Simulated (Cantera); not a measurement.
Gas mixture: 100 % NO, at 0.0267 bar, frozen composition.

Cantera's kinetic-theory transport with the Lennard-Jones parameters of GRI-Mech 3.0, ideal gas; thermal conductivity in the mixture-averaged form. The composition is frozen, though it would react at the higher temperatures.

One state of this run: ρ (kg/m³) = 0.00962; cp (J/kg/K) = 1133; μ (µPa s) = 42.9; λ (mW/m/K) = 68.6; Pr = 0.709; D (cm²/s) CH₄ = 66.8; D (cm²/s) N₂ = 60.6; D (cm²/s) NO = 0.000. D: mixture-averaged diffusion coefficient of that species in the mixture.

**Question.** Which value of T (K) does it belong to?
A) 1450
B) 700
C) 1000
D) 1300

**Answer.** C, 1000
